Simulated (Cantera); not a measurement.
Feed: 1 mol Fe₂O₃, 5.2 mol CH₄, 7.1 mol H₂, held at 64.5 Torr.

Cantera equilibrium calculation (NASA polynomials, part measured and part estimated; ideal gas, pure solids and liquids). Candidate condensed phases: C, C₆H₆, C₇H₈, C₈H₁₈, Fe, Fe(CO)₅, FeO, Fe(OH)₂, Fe(OH)₃, Fe₂O₃, Fe₃O₄, H₂O; 114 gas species. Iron dissolves carbon and melts from about 1420 K in contact with it, which pure phases cannot show. Condensed phases not in the tables: cementite and carbon dissolved in iron. Kinetics and transport are ignored.

Task: At 1850 K, list the 4 most abundant gas species with their mole fractions, and the condensed phases.

Result: H₂ 0.851, CO 0.146, H 0.00169, Fe 0.000681. Condensed: C(graphite) + Fe(l).
